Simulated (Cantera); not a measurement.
Feed: 1 mol Si3N4, 0.078 mol CO2, 13 mol H2, held at 2075 K and 1.10 bar.

Method: chemical equilibrium by Gibbs-energy minimisation in Cantera with the NASA 1993 tables (ideal gas, pure condensed phases). Candidate condensed phases: C, C6H6, C7H8, C8H18, H2O, Si, SiC, SiO2, Si2N2O, Si3N4; 151 gas species. Mutual solubility and eutectic melting of coexisting phases are not modelled. Gases not in the tables: Si2H6 and higher silanes. Kinetics and transport are ignored.

Base state: H2 0.855, N2 0.132, SiO 0.00701, CO 0.00327, H 0.00235, HCN 0.000471, SiH2 0.000137, Si 9.26e-5 (mole fractions); condensed: Si(l) + SiC(s).

Task: What changes in the equilibrium state with this change: CO2 from 0.078 to 0.011 mol?

Result: 
```csv
species,before,after
H2,0.855,0.863
N2,0.132,0.133
H,0.00235,0.00236
SiO,0.00701,0.00110
CO,0.00327,0.000357
HNC,3.05e-5,2.14e-5
HCN,0.000471,0.000330
CH4,2.02e-5,1.43e-5
SiH2,0.000137,0.000138
SiH,5.14e-5,5.17e-5
"Si(l), mol",2.87,2.98
"SiC(s), mol",0.0203,0
```

Task: What changes in the equilibrium state with this change: temperature from 2075 K to 1125 K?

Result: 
```json
[
 {"species": "H2", "before": "0.855", "after": "0.990"},
 {"species": "CH4", "before": "2.02e-5", "after": "0.00601"},
 {"species": "N2", "before": "0.132", "after": "0.00400"},
 {"species": "SiO", "before": "0.00701", "after": "<1e-9"},
 {"species": "CO", "before": "0.00327", "after": "<1e-9"},
 {"species": "SiH2", "before": "0.000137", "after": "<1e-9"},
 {"species": "Si(l), mol", "before": "2.87", "after": "0"},
 {"species": "SiC(s), mol", "before": "0.0203", "after": "0"},
 {"species": "Si2N2O(s), mol", "before": "0", "after": "0.156"},
 {"species": "Si3N4(s), mol", "before": "0", "after": "0.896"}
]
```

Task: What changes in the equilibrium state with this change: Si3N4 replaced by SiC?

Result: 
```csv
species,before,after
H2,0.855,0.985
CO,0.00327,0.00887
SiO,0.00701,0.00297
N2,0.132,0
HCN,0.000471,0
HNC,3.05e-5,0
C2H2 (acetylene),5.44e-6,4.01e-5
CH4,2.02e-5,6.78e-5
"Si(l), mol",2.87,0
"SiC(s), mol",0.0203,0.959
```
